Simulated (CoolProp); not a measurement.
Vapour-liquid equilibrium of hydrogen sulfide (1) + n-pentane (2) at 231.3 K; x and y are mole fractions of (1).

Model: multi-fluid Helmholtz-energy mixture model, Lemmon 2006 and Thol 2019; pair parameters Kunz 2012, in CoolProp.

Question: Give the bubble pressure and the first vapour's composition at x = 0.2, 0.5, 0.8. Is there an azeotrope?

Answer: x = 0.2: 0.09500 MPa, y = 0.979; x = 0.5: 0.1783 MPa, y = 0.991; x = 0.8: 0.2032 MPa, y = 0.994. No azeotrope shows between x = 0.05 and 0.95.

The pair parameters rest on a limited set of measurements; away from them the model extrapolates. With so large a gap from Raoult's law the liquid may split in two, which this calculation doesn't test in full.
